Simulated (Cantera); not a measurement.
A freely propagating, adiabatic, planar premixed flame of 11.2 % CH4, 18.7 % O2, 70.1 % N2, equivalence ratio 1.2, unburnt at 650 K and 90000 Pa; multicomponent+Soret transport, grid criteria slope 0.08 and curve 0.16, no radiation.

Computed with Cantera and GRI-Mech 3.0 (53 species, 325 reactions). Burning velocities carry a grid error of a few per cent, more on coarse grids.

Question: Predict: laminar burning velocity; thermal thickness; peak x(C2H); peak x(O); peak x(CH2O).

Answer: 
| Quantity | Result |
|---|---|
| laminar burning velocity | 145 cm/s |
| thermal thickness | 0.354 mm |
| peak x(C2H) | 1.67e-6 |
| peak x(O) | 0.00276 |
| peak x(CH2O) | 0.00127 |
